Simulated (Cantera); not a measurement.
Cantera run:

```python
import numpy as np
import cantera as ct

gas_names = """
    H H2 N NH NH2 NH3 N2 N2H2 N2H4 Si SiH SiH2 SiH3 SiH4 SiN Si2 Si2N Si3
""".split()
cond_names = """
    Si(cr) Si(L) Si3N4(a)
""".split()


def load(file, names, dense=False):
    # The tables refer to 1 bar. Condensed volumes are neglected.
    table = {s.name: s for s in ct.Species.list_from_file(file)}
    out = []
    for n in names:
        d = dict(table[n].input_data)
        d["thermo"] = dict(d["thermo"], **{"reference-pressure": 1e5})
        if dense:
            d["equation-of-state"] = {"model": "constant-volume", "density": "1e6 g/cm^3"}
        out.append(ct.Species.from_dict(d))
    return out


gas = ct.Solution(thermo="ideal-gas", species=load("nasa_gas.yaml", gas_names))
cond = {s.name: ct.Solution(thermo="fixed-stoichiometry", species=[s], name=s.name)
        for s in load("nasa_condensed.yaml", cond_names, dense=True)}
atoms = {
    'SiH4': {'Si': 1, 'H': 4},
    'N2': {'N': 2},
}
top_T = {'Si3N4(a)': 2400}  # K; cautious upper limits of use, not melting points


def equilibrate(T, P, feed):
    n = {}
    for name, mol in feed.items():
        for a, k in atoms[name].items():
            n[a] = n.get(a, 0.0) + k * mol
    gas.TPX = T, P, n
    mass = sum(n.values()) * gas.mean_molecular_weight
    gas.equilibrate("TP")
    valid = [c for c in cond.values() if c.min_temp <= T <= top_T.get(c.name, c.max_temp)]
    mix = ct.Mixture([(gas, mass / gas.mean_molecular_weight)] + [(c, 0.0) for c in valid])
    mix.T, mix.P = T, P
    mix.equilibrate("TP", solver="vcs", rtol=1e-11, max_steps=5000)
    return mix


results = []
feed = {'SiH4': 1, 'N2': 0.56}  # mol
P = 100000  # Pa
for T in [1373, 1448, 1523, 1598, 1673, 1748, 1823]:
    mix = equilibrate(T, P, feed)
    results.append((T, P, feed, dict(zip(mix.species_names, mix.species_moles))))

top = {s: max(r[3][s] / sum(r[3][g] for g in gas_names) for r in results) for s in gas_names}
cols = sorted((s for s in top if top[s] > 1e-05), key=lambda s: -top[s])[:5]
seen = [c for c in cond_names if any(r[3].get(c, 0) > 1e-12 for r in results)]
print("log10 of partial pressures in bar; condensed amounts in mol")
print(f"{'T/K':>10s}" + "".join(f"{s[:9]:>10s}" for s in cols + seen))
for T, P, feed, n in results:
    ng = sum(n[g] for g in gas_names)
    print(f"{T:10.4g}" + "".join(f"{np.log10(max(n[s] / ng * P / 1e5, 1e-99)):10.3f}" for s in cols)
          + "".join(f"{n.get(c, 0):10.4g}" for c in seen))
```

It prints:

```
log10 of partial pressures in bar; condensed amounts in mol
       T/K        H2        N2         H      SiH2    Si(cr)     Si(L)  Si3N4(a)
      1373    -0.000    -5.513    -5.478    -6.601      0.16         0      0.28
      1448    -0.000    -4.785    -5.035    -6.126      0.16         0      0.28
      1523    -0.000    -4.131    -4.636    -5.698    0.1602         0    0.2799
      1598    -0.000    -3.539    -4.274    -5.311    0.1609         0    0.2797
      1673    -0.000    -3.002    -3.944    -4.959     0.163         0     0.279
      1748    -0.002    -2.435    -3.642    -4.689         0     0.171    0.2763
      1823    -0.006    -1.894    -3.366    -4.460         0    0.1987    0.2671
```

These are equilibrium values from Cantera (NASA tables, ideal gas, pure condensed phases), not measurements of a reactor. N2 is the only nitrogen source here; it is nearly inert below about 1500 K, so the nitride shown seldom forms there in practice. Mutual solubility and eutectic melting of coexisting phases are not modelled. Gases not in the tables: Si2H6 and higher silanes.
